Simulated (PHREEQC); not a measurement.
Polishing slurry liquid

A solution holds 0.0069 mol K2CO3, 0.024 mol Fe(NO3)3 and 0.00074 mol CO2 per kg of water, at 49 °C. Closed to the air; pH follows from the charge balance.

The numbers come from PHREEQC with the ion-association model, wateq4f.dat.

Each row changes one thing in this solution. No solid was allowed to form.

```tsv
case	pH	ionic strength (mol/kgw)	FeOH+2 (mol/kgw)	Fe2(OH)2+4 (mol/kgw)	Fe+3 (mol/kgw)	Fe3(OH)4+5 (mol/kgw)	SI of Goethite (FeOOH)	SI of Hematite (Fe2O3)
as made	2.24	0.129	0.00731	0.00530	0.00400	0.000553	+5.27	+12.65
0.00059 mol/kgw Ca(OH)2 added	2.28	0.129	0.00734	0.00535	0.00363	0.000621	+5.36	+12.83
0.00037 mol/kgw LiOH added	2.25	0.129	0.00732	0.00532	0.00388	0.000573	+5.30	+12.71
K2CO3 replaced by Cs2CO3 at the same molality	2.24	0.129	0.00731	0.00530	0.00400	0.000553	+5.27	+12.65
diluted 10-fold with water	2.86	0.00950	0.00152	5.90e-5	0.000134	2.30e-6	+6.14	+14.39
```

Some of these states are supersaturated (in Hematite (slow to form), Goethite (slow to form), for instance). At this temperature some constants are extrapolated from 25 °C, and those without enthalpy data are left unchanged.
